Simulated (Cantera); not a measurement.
Feed: 1 mol Al(CH3)3, 1.6 mol N2O, 1.5 mol N2, equilibrated at 1723 K and 100 Torr.

Equilibrium computed with Cantera from the NASA thermochemical tables; the gas is ideal and each condensed phase is pure. Candidate condensed phases: Al, AlN, Al2O3, C, C6H6, C7H8, C8H18, H2O; 148 gas species. The feed counts by its element totals alone. Rates play no part.

Base state: H2 0.516, N2 0.298, CO 0.184, HCN 0.00163, H 0.000359, HNC 5.15e-5, C2H2 (acetylene) 4.67e-5, CH4 3.57e-5 (mole fractions); condensed: AlN(s) + C(graphite).

Q: What changes in the equilibrium state with this change: temperature from 1723 K to 1175 K?

A: 
| species | before | after |
|---|---|---|
| H2 | 0.516 | 0.583 |
| N2 | 0.298 | 0.403 |
| CO | 0.184 | 0.0130 |
| H | 0.000359 | 2.56e-7 |
| C2H2 (acetylene) | 4.67e-5 | 3.71e-8 |
| HNC | 5.15e-5 | 1.19e-7 |
| HCN | 0.00163 | 2.72e-5 |
| CH4 | 3.57e-5 | 0.000868 |
| AlN(s), mol | 1.000 | 0 |
| C(graphite), mol | 1.38 | 2.89 |
| Al2O3(s), mol | 0 | 0.500 |
